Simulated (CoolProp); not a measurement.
The fluid at 298.15 K and 0.604 MPa flows at 0.063 m/s in a round tube of 4.6 mm bore and 15 µm roughness, fully developed (64/Re and Nu = 3.66 if laminar; Colebrook and Gnielinski if turbulent). The same conditions are run with several fluids, on thermodynamics alone (safety and materials aside).

Model: reference Helmholtz-energy equation of state of each fluid (normal hydrogen: Leachman 2009; R13: Platzer 1990; methane: Setzmann 1991; oxygen: Schmidt 1985; propylene: Lemmon 2013), in CoolProp. The equations of Platzer and Polt are older, rougher fits.

Question: Rank normal hydrogen, R13, methane, oxygen, propylene by Reynolds number, highest first.

Answer: R13 (542), propylene (380), oxygen (110), methane (102), normal hydrogen (15.9)

```csv
fluid,Darcy friction factor,pressure drop (Pa/m),heat-transfer coefficient (W/(m² K)),mass flow (kg/h)
normal hydrogen,4.02,0.848,148,0.00184
R13,0.118,1.37,10.0,0.102
methane,0.630,1.07,27.4,0.0149
oxygen,0.583,1.97,21.1,0.0295
propylene,0.168,0.820,13.9,0.0426
```

Transport values come from each fluid's own correlations; those of R13, propylene are estimates that may be off by 10 % or more.
